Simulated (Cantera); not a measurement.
An isothermal, constant-pressure homogeneous reactor starts with CH4 : N2 = 1 : 14 (molar parts), at 1748 K and 1330 Pa. Integrator tolerance rtol = 1e-08.

Model: GRI-Mech 3.0 (53 species, 325 reactions), integrated in Cantera. GRI-Mech 3.0 stops at C3 and has no aromatics, soot or wall deposition, so with more carbon than oxygen in the feed, carbon stays in small species such as C2H2 where larger ones or solid carbon would form. Radical loss at walls, strong at low pressure, is not modelled.

What does this change do: CH4 1 to 5.4 parts?


```json
[
 {"quantity": "x(CH4) at 10.0 s", "before": "5.13e-5 (gas-phase equilibrium 2.83e-6)", "after": "0.000217 (gas-phase equilibrium 5.11e-5)"},
 {"quantity": "x(C2H2) at 10.0 s", "before": "0.0312 (gas-phase equilibrium 0.00747)", "after": "0.109 (gas-phase equilibrium 0.0576)"},
 {"quantity": "x(H) at 10.0 s", "before": "0.000599 (gas-phase equilibrium 0.000609)", "after": "0.00113 (gas-phase equilibrium 0.00114)"},
 {"quantity": "x(C2H) at 10.0 s", "before": "1.39e-6 (gas-phase equilibrium 3.40e-7)", "after": "2.64e-6 (gas-phase equilibrium 1.40e-6)"},
 {"quantity": "x(C2H4) at 10.0 s", "before": "1.32e-6 (gas-phase equilibrium 3.13e-7)", "after": "1.59e-5 (gas-phase equilibrium 8.41e-6)"},
 {"quantity": "x(CH2) at 10.0 s", "before": "4.58e-8 (gas-phase equilibrium 2.62e-9)", "after": "5.73e-8 (gas-phase equilibrium 1.36e-8)"},
 {"quantity": "x(H2) at 10.0 s", "before": "0.0933 (gas-phase equilibrium 0.0934)", "after": "0.326 (gas-phase equilibrium 0.326)"}
]
```

What does this change do: CH4 1 to 0.15 parts?


```
quantity                                              before                                      after
-----------------  -----------------------------------------  -----------------------------------------
x(CH4) at 10.0 s     5.13e-5 (gas-phase equilibrium 2.83e-6)    9.14e-6 (gas-phase equilibrium 3.77e-8)
x(C2H2) at 10.0 s     0.0312 (gas-phase equilibrium 0.00747)   0.00521 (gas-phase equilibrium 0.000284)
x(H) at 10.0 s     0.000599 (gas-phase equilibrium 0.000609)  0.000180 (gas-phase equilibrium 0.000249)
x(C2H) at 10.0 s     1.39e-6 (gas-phase equilibrium 3.40e-7)    4.18e-7 (gas-phase equilibrium 3.16e-8)
x(C2H4) at 10.0 s    1.32e-6 (gas-phase equilibrium 3.13e-7)    4.13e-8 (gas-phase equilibrium 1.99e-9)
x(CH2) at 10.0 s     4.58e-8 (gas-phase equilibrium 2.62e-9)   2.61e-8 (gas-phase equilibrium 2.09e-10)
x(H2) at 10.0 s        0.0933 (gas-phase equilibrium 0.0934)      0.0156 (gas-phase equilibrium 0.0156)
```
